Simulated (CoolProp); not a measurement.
Properties of R123 along the isobar 361 kPa.

The numbers come from the reference Helmholtz-energy equation of state, Younglove 1994 in CoolProp. It is a modified Benedict-Webb-Rubin equation, recast in Helmholtz form.

```
T (°C)   phase  expansivity (1/kK)  viscosity (µPa s)
------  ------  ------------------  -----------------
-41.95  liquid               1.397               1020
-29.75  liquid                   ?                848
-17.55  liquid                   ?                  ?
-5.35   liquid               1.557                607
6.95    liquid               1.626                520
19.15   liquid                   ?                449
31.35   liquid               1.797                390
43.65   liquid               1.906                339
55.85   liquid               2.037                297
```

Question: Some entries are withheld; supply them.

Answer: 
- -29.75, expansivity (1/kK): 1.443
- -17.55, expansivity (1/kK): 1.496
- -17.55, viscosity (µPa s): 714
- 19.15, expansivity (1/kK): 1.706

Viscosity comes from a separate model (Tanaka 1996).
